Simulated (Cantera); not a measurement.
Feed: 1 mol CuO, 380 mol H2, held at 1252 °C and 1.50 bar.

These are equilibrium values from Cantera (NASA tables, ideal gas, pure condensed phases), not measurements of a reactor. Candidate condensed phases: Cu, CuO, Cu(OH)2, Cu2O, H2O; 12 gas species. Equilibrium is a limit: real reactors are often held back by kinetics, nucleation or transport.

Base state: H2 0.997, H2O 0.00263, H 1.93e-5 (mole fractions); condensed: Cu(l).

### Question
What changes in the equilibrium state with this change: CuO replaced by FeS2?

### Answer
```tsv
species	before	after
H2	0.997	0.995
H2S	0	0.00524
SH	0	2.37e-5
H2O	0.00263	0
H	1.93e-5	1.93e-5
Cu(l), mol	0.997	0
Fe(γ), mol	0	1.000
```
Further candidate phases: Fe, FeS, FeS2, S.

### Question
What changes in the equilibrium state with this change: CuO replaced by TiO2?

### Answer
```json
[
 {"species": "H2", "before": "0.997", "after": "0.999"},
 {"species": "H2O", "before": "0.00263", "after": "0.000877"},
 {"species": "H", "before": "1.93e-5", "after": "1.93e-5"},
 {"species": "Cu(l), mol", "before": "0.997", "after": "0"},
 {"species": "Ti3O5(s), mol", "before": "0", "after": "0.333"}
]
```
Further candidate phases: Ti, TiO, TiO2, Ti2O3, Ti3O5, Ti4O7.

### Question
What changes in the equilibrium state with this change: temperature from 1252 °C to 1900 °C?

### Answer
```csv
species,before,after
H2,0.997,0.991
H,1.93e-5,0.00393
H2O,0.00263,0.00262
Cu,8.29e-6,0.00261
"Cu(l), mol",0.997,0
```
